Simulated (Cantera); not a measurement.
A closed system holds: 1 mol SiCl₄, 3.1 mol N₂O, 0.26 mol H₂, 0.15 mol O₃, held at 17.0 Pa.

Cantera equilibrium calculation (NASA polynomials, part measured and part estimated; ideal gas, pure solids and liquids). Candidate condensed phases: H₂O, NH₄Cl, Si, SiO₂, Si₂N₂O, Si₃N₄; 47 gas species. The tables hold silica as quartz up to 1696 K and as liquid above; real silica turns to tridymite and cristobalite and melts near 1996 K. Rates play no part. All values below are at 925 °C.

Base state: N₂ 0.467, Cl₂ 0.185, Cl 0.153, O₂ 0.117, HCl 0.0783, NO 0.000110, ClO 2.69e-5, H₂O 1.53e-5 (mole fractions); condensed: SiO₂(β-quartz).

Q: What changes in the equilibrium state with this change: pressure from 17.0 Pa to 92.0 mbar?

A: 
| species | before | after |
|---|---|---|
| N₂ | 0.467 | 0.503 |
| Cl₂ | 0.185 | 0.279 |
| O₂ | 0.117 | 0.126 |
| Cl | 0.153 | 0.00806 |
| HCl | 0.0783 | 0.0839 |
| H₂O | 1.53e-5 | 0.000283 |
| ClO | 2.69e-5 | 3.42e-5 |
| SiO₂(β-quartz), mol | 1.00 | 1.00 |
